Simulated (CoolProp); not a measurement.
The numbers come from the reference Helmholtz-energy equation of state, Zhou 2011 in CoolProp.

For dimethyl carbonate, give the phase and the Z, cp (kJ/(kg K)), cv (kJ/(kg K)), speed of sound (m/s) at 43.65 °C and 101 kPa; 84.55 °C and 101 kPa; 94.75 °C and 101 kPa.


- 43.65 °C and 101 kPa: liquid; Z 0.00333, cp 1.86, cv 1.37, speed of sound 1120
- 84.55 °C and 101 kPa: liquid; Z 0.00312, cp 1.94, cv 1.43, speed of sound 962
- 94.75 °C and 101 kPa: gas; Z 0.972, cp 1.38, cv 1.27, speed of sound 186
